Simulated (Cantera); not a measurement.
Input: 1 mol HMDSO, 0.89 mol O₃, 13 mol H₂, at 0.120 bar.

These are equilibrium values from Cantera (NASA tables, ideal gas, pure condensed phases), not measurements of a reactor. Candidate condensed phases: C, C₆H₆, C₇H₈, C₈H₁₈, H₂O, Si, SiC, SiO₂; 123 gas species. The feed counts by its element totals alone. The numbers say what is thermodynamically allowed, not how fast it happens. All values below are at 577 °C.

Base state: H₂ 0.935, CH₄ 0.0652 (mole fractions); condensed: C(graphite) + SiC(s) + SiO₂(β-quartz).

Task: What changes in the equilibrium state with this change: pressure from 0.120 bar to 0.000150 bar?

Result: 
| species | before | after |
|---|---|---|
| H₂ | 0.935 | 1.000 |
| CH₄ | 0.0652 | 9.33e-5 |
| C(graphite), mol | 4.49 | 5.83 |
| SiC(s), mol | 0.165 | 0.165 |
| SiO₂(β-quartz), mol | 1.83 | 1.83 |
